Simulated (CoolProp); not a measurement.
Computed with CoolProp (reference Helmholtz-energy equation of state, Jacobsen 1992).

**Question.** For R11, give the phase and the Joule-Thomson coefficient (K/MPa), viscosity (µPa s) at 500 K and 0.425 MPa.

**Answer.** 
- 500 K and 0.425 MPa: gas; Joule-Thomson coefficient 9.68, viscosity 17.3

Viscosity comes from a separate model (Klein 1997), an estimate that may be off by 10 % or more.
